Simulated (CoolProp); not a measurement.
Saturation properties of chlorine (Tc = 416.9 K, pc = 7.642 MPa, ω = 0.070).

Values from CoolProp's reference Helmholtz-energy equation of state, Thol 2021.

| T (K) | p (MPa) | liquid density (kg/m³) | enthalpy of vaporisation (kJ/kg) | liquid cp (kJ/(kg K)) | vapour Z |
|---|---|---|---|---|---|
| 328.5 | 1.630 | 1293 | 221.3 | 1.059 | 0.8241 |
| 333.4 | 1.814 | 1275 | 216.4 | 1.074 | 0.8111 |
| 338.3 | (withheld) | 1257 | 211.3 | 1.091 | (withheld) |
| 343.2 | (withheld) | 1239 | 206.0 | 1.110 | 0.7831 |
| 348.2 | 2.457 | 1219 | 200.3 | 1.131 | 0.7678 |
| 353.1 | 2.701 | 1199 | 194.4 | 1.156 | 0.7521 |
| 358 | 2.961 | 1179 | 188.3 | 1.184 | 0.7357 |
| 362.9 | 3.239 | 1157 | (withheld) | (withheld) | 0.7184 |
| 367.8 | 3.534 | 1135 | 175.1 | 1.255 | 0.7001 |
| 372.7 | 3.848 | 1112 | 167.9 | (withheld) | 0.6808 |
| 377.6 | 4.181 | 1087 | 160.2 | 1.359 | 0.6603 |
| 382.5 | 4.533 | 1060 | 151.9 | 1.431 | 0.6383 |
| 387.4 | 4.905 | 1032 | 143.0 | 1.525 | 0.6146 |
| 392.3 | 5.299 | 1001 | 133.2 | 1.655 | 0.5888 |
| 397.2 | 5.715 | 966.2 | 122.3 | 1.847 | 0.5602 |

Fill in the missing entries.


- 338.3, p (MPa): 2.012
- 338.3, vapour Z: 0.7974
- 343.2, p (MPa): 2.224
- 362.9, enthalpy of vaporisation (kJ/kg): 181.9
- 362.9, liquid cp (kJ/(kg K)): 1.217
- 372.7, liquid cp (kJ/(kg K)): 1.302

It boils at 239.2 K under 1 atm.
